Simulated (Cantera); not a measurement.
A closed system holds: 1 mol Cu2O, 4.4 mol C, 0.94 mol H2, at 0.133 bar.

These are equilibrium values from Cantera (NASA tables, ideal gas, pure condensed phases), not measurements of a reactor. Candidate condensed phases: C, C6H6, C7H8, C8H18, Cu, CuO, Cu(OH)2, Cu2O, H2O; 113 gas species. Equilibrium is a limit: real reactors are often held back by kinetics, nucleation or transport.

log p: log10 of the partial pressure in bar; n: condensed amount in mol.

| T (K) | log p CO | log p Cu | log p H2 | log p H | log p CO2 | log p H2O | n C(graphite) | n Cu(s) | n Cu(l) |
|---|---|---|---|---|---|---|---|---|---|
| 1000 | -1.19 | -10.81 | -1.19 | -9.24 | -2.63 | -2.78 | 3.45 | 2.00 | 0 |
| 1200 | -1.16 | -7.91 | -1.19 | -7.30 | -4.05 | -3.94 | 3.40 | 2.00 | 0 |
| 1400 | -1.16 | ? | -1.19 | ? | ? | ? | 3.40 | 0 | 2.00 |
| 1600 | -1.16 | -4.40 | -1.19 | -4.86 | -5.86 | -5.41 | 3.40 | 0 | 2.00 |
| 1800 | -1.16 | -3.27 | -1.19 | -4.04 | -6.46 | -5.90 | 3.40 | 0 | 1.99 |
| 2000 | -1.18 | -2.37 | -1.21 | -3.39 | -6.95 | -6.32 | 3.40 | 0 | 1.93 |
| 2200 | ? | ? | ? | ? | ? | ? | 3.40 | 0 | ? |
| 2400 | -1.47 | -1.18 | -1.52 | -2.56 | -8.22 | -7.50 | 3.39 | 0 | 0 |
| 2600 | -1.48 | -1.18 | -1.56 | -2.20 | -8.49 | -7.76 | 3.37 | 0 | 0 |

Problem. Some entries are withheld; supply them.

Solution. 
- 2200, log p CO: -1.25
- 2200, log p Cu: -1.63
- 2200, log p H2: -1.28
- 2200, log p H: -2.89
- 2200, log p CO2: -7.47
- 2200, log p H2O: -6.78
- 2200, n Cu(l): 1.58
- 1400, log p Cu: -5.87
- 1400, log p H: -5.91
- 1400, log p CO2: -5.09
- 1400, log p H2O: -4.78
